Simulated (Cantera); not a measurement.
A perfectly stirred reactor is fed with CH₄ : H₂ : CO₂ = 0.0027 : 1 : 0.0029 (molar parts), at 9.00 Torr; it is held at 1350 K, and followed from long to short residence time.

Computed with Cantera and GRI-Mech 3.0 (53 species, 325 reactions). Radical loss at walls, strong at low pressure, is not modelled.

### Question
What does this change do: temperature 1350 to 3000 K?

### Answer
```
quantity                 before     after
---------------------  --------  --------
x(CH₄) at τ = 6.70 s    0.00268  2.33e-10
x(H₂) at τ = 6.70 s       0.994     0.273
x(CO₂) at τ = 6.70 s    0.00273   7.21e-8
x(CO) at τ = 6.70 s    0.000153   0.00353
x(HO₂) at τ = 6.70 s     <1e-12    <1e-12
x(CH₄) at τ = 39.0 ms   0.00268   1.51e-5
x(H₂) at τ = 39.0 ms      0.994     0.796
x(CO₂) at τ = 39.0 ms   0.00288   3.83e-6
x(CO) at τ = 39.0 ms    6.25e-9   0.00425
x(HO₂) at τ = 39.0 ms    <1e-12  5.23e-12
```
